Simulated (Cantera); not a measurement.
Source: NASA polynomial tables (part measured, part estimated), evaluated in Cantera. Values are per mole of reaction as written; species without (g) are pure solids or liquids, kept so even where they would boil at 1 bar. TiO: taken at fixed stoichiometry.

Problem. Between 2025 and 2525 K, where is each reaction favourable under standard conditions?
- 3 Ti2O3 → O3(g) + 6 TiO
- Ti4O7 → 3 O(g) + 4 TiO
- Ti2O3 + O(g) → 2 TiO2

Solution. 
- 3 Ti2O3 → O3(g) + 6 TiO: ΔG° is 1083 kJ at 2025 K and 988 kJ at 2525 K; it stays positive (K < 1). ΔH° is 1400 kJ and ΔS° 163 J/K at 2525 K.
- Ti4O7 → 3 O(g) + 4 TiO: ΔG° is 1112 kJ at 2025 K and 903 kJ at 2525 K; it stays positive (K < 1). ΔH° is 1946 kJ and ΔS° 413 J/K at 2525 K.
- Ti2O3 + O(g) → 2 TiO2: ΔG° is -301 kJ at 2025 K and -220 kJ at 2525 K; it stays negative (K > 1). ΔH° is -611 kJ and ΔS° -155 J/K at 2525 K.
